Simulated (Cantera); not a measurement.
Transport properties of process gases

Gas mixture: 18.9 % CH4, 35.8 % CO2, 45.3 % CH3OH, at 10.0 bar, frozen composition.

Cantera's kinetic-theory transport with the Lennard-Jones parameters of GRI-Mech 3.0, ideal gas; thermal conductivity in the mixture-averaged form. Polar gases are described roughly by these parameters. The composition is frozen, though it would react at the higher temperatures.

```
T (K)  ρ (kg/m³)  cp (J/kg/K)  μ (µPa s)  λ (mW/m/K)     Pr  D (cm²/s) N2  D (cm²/s) H2O  D (cm²/s) NH3
-----  ---------  -----------  ---------  ----------  -----  ------------  -------------  -------------
400         10.0         1372       15.9        30.4  0.717        0.0285         0.0299         0.0291
550         7.28         1640       21.3        48.3  0.723        0.0503         0.0562         0.0542
700         5.72         1874       26.2        67.2  0.731        0.0767         0.0893         0.0857
850         4.71         2057       30.7        86.0  0.734         0.107          0.129          0.123
1000        4.01         2220       34.9         104  0.741         0.141          0.173          0.165
1150        3.48         2349       38.8         122  0.744         0.179          0.223          0.212
```
D: mixture-averaged diffusion coefficient of that species in the mixture.
